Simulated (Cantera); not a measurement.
# Hydrocarbon pyrolysis for carbon deposition

An isothermal, constant-pressure homogeneous reactor starts with 2.33 % C₃H₈, 97.7 % H₂, at 1098 K and 13300 Pa.

Detailed kinetics in Cantera: GRI-Mech 3.0 (53 species, 325 reactions). GRI-Mech 3.0 was tuned for natural gas; its chemistry of propane as a main component is partial and can be far from experiment. GRI-Mech 3.0 stops at C3 and has no aromatics, soot or wall deposition, so with more carbon than oxygen in the feed, carbon stays in small species such as C2H2 where larger ones or solid carbon would form.

```json
[
 {"t (s)": "2.00e-6", "x C₃H₈": "0.0233", "x H₂": "0.977", "x H": "3.79e-10", "x CH₄": "2.47e-10", "x CH₃": "8.04e-9", "x C₂H": "<1e-12", "x CH₂": "<1e-12"},
 {"t (s)": "8.05e-6", "x C₃H₈": "0.0233", "x H₂": "0.977", "x H": "4.82e-9", "x CH₄": "3.82e-9", "x CH₃": "3.05e-8", "x C₂H": "<1e-12", "x CH₂": "<1e-12"},
 {"t (s)": "3.24e-5", "x C₃H₈": "0.0233", "x H₂": "0.977", "x H": "3.92e-8", "x CH₄": "6.00e-8", "x CH₃": "1.25e-7", "x C₂H": "<1e-12", "x CH₂": "<1e-12"},
 {"t (s)": "0.000130", "x C₃H₈": "0.0233", "x H₂": "0.977", "x H": "2.06e-7", "x CH₄": "1.18e-6", "x CH₃": "6.51e-7", "x C₂H": "<1e-12", "x CH₂": "<1e-12"},
 {"t (s)": "0.000525", "x C₃H₈": "0.0232", "x H₂": "0.977", "x H": "9.03e-7", "x CH₄": "2.35e-5", "x CH₃": "3.07e-6", "x C₂H": "<1e-12", "x CH₂": "1.54e-12"},
 {"t (s)": "0.00211", "x C₃H₈": "0.0228", "x H₂": "0.976", "x H": "3.35e-6", "x CH₄": "0.000385", "x CH₃": "1.14e-5", "x C₂H": "<1e-12", "x CH₂": "2.31e-11"},
 {"t (s)": "0.00851", "x C₃H₈": "0.0195", "x H₂": "0.973", "x H": "6.22e-6", "x CH₄": "0.00368", "x CH₃": "1.86e-5", "x C₂H": "<1e-12", "x CH₂": "6.71e-11"},
 {"t (s)": "0.0343", "x C₃H₈": "0.00899", "x H₂": "0.963", "x H": "6.47e-6", "x CH₄": "0.0140", "x CH₃": "1.08e-5", "x C₂H": "<1e-12", "x CH₂": "3.42e-11"},
 {"t (s)": "0.138", "x C₃H₈": "0.000878", "x H₂": "0.955", "x H": "3.42e-6", "x CH₄": "0.0226", "x CH₃": "2.06e-6", "x C₂H": "<1e-12", "x CH₂": "2.99e-12"},
 {"t (s)": "0.555", "x C₃H₈": "2.02e-5", "x H₂": "0.954", "x H": "1.54e-6", "x CH₄": "0.0241", "x CH₃": "7.46e-7", "x C₂H": "<1e-12", "x CH₂": "<1e-12"},
 {"t (s)": "2.24", "x C₃H₈": "6.57e-7", "x H₂": "0.953", "x H": "1.47e-6", "x CH₄": "0.0256", "x CH₃": "7.50e-7", "x C₂H": "<1e-12", "x CH₂": "<1e-12"},
 {"t (s)": "9.00", "x C₃H₈": "5.99e-7", "x H₂": "0.951", "x H": "1.33e-6", "x CH₄": "0.0305", "x CH₃": "8.02e-7", "x C₂H": "<1e-12", "x CH₂": "<1e-12"}
]
```
x: mole fraction; the columns are a selection and need not sum to one.

Equilibrium at this temperature and pressure: C₃H₈ 1.96e-10, H₂ 0.930, H 6.58e-8, CH₄ 0.0697, CH₃ 9.00e-8, C₂H <1e-12, CH₂ <1e-12 (gas phase only).
